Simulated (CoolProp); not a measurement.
Vapour-liquid equilibrium of CH2F2 (R32) (1) + methanol (2) at 0.0886 MPa; x and y are mole fractions of (1).

Computed with CoolProp (multi-fluid Helmholtz-energy mixture model, Tillner-Roth 1997 and de Reuck 1993; pair parameters Bell 2016).

| x | bubble temperature (K) | y at the bubble point | dew temperature at overall composition x (K) | liquid density (mol/L) |
|---|---|---|---|---|
| 0.05 | 257.8 | 0.984 | 333.0 | (withheld) |
| 0.2 | 228.6 | 0.999 | 328.8 | 26.19 |
| 0.35 | 223.4 | 0.999 | 323.9 | 25.97 |
| 0.5 | (withheld) | 0.999 | (withheld) | 25.54 |
| 0.65 | 222.1 | 0.999 | 310.3 | 24.98 |
| 0.8 | 221.5 | 0.999 | (withheld) | 24.35 |
| 0.95 | 219.8 | 1.000 | 274.5 | 23.68 |

### Question
Complete the blanks.

### Answer

- 0.05, liquid density (mol/L): 25.61
- 0.5, bubble temperature (K): 222.3
- 0.5, dew temperature at overall composition x (K): 318.0
- 0.8, dew temperature at overall composition x (K): 299.0

No azeotrope shows between x = 0.05 and 0.95.

The pair parameters rest on a limited set of measurements; away from them the model extrapolates. With so large a gap from Raoult's law the liquid may split in two, which this calculation doesn't test in full.
